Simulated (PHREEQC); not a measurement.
1 g of hydrous ferric oxide (600 m²/g; 0.2 weak and 0.005 strong sites per Fe, Dzombak-Morel constants, diffuse double layer) in 1 kg of water with 0.1 mol/kgw of an inert sodium salt, at 25 °C; the pH is set by adding NaOH or the inert anion's acid. O2 is buffered at 0.21 atm. CO2 from the air is kept out. Nothing may precipitate in this run.

Computed with PHREEQC (ion-association model, wateq4f.dat).

| pH | surface charge σ (C/m²) | surface potential ψ (mV) |
|---|---|---|
| 4 | 0.321 | 146 |
| 5 | 0.215 | 126 |
| 6 | 0.111 | 93 |
| 6.5 | 0.074 | 74 |
| 7.5 | 0.022 | 29 |
| 8.5 | -0.014 | -19 |
| 9.5 | -0.060 | -65 |
| 10 | -0.094 | -85 |
| 11 | -0.190 | -120 |
| 12 | -0.307 | -141 |

Complexes and solids missing from the database can't appear.
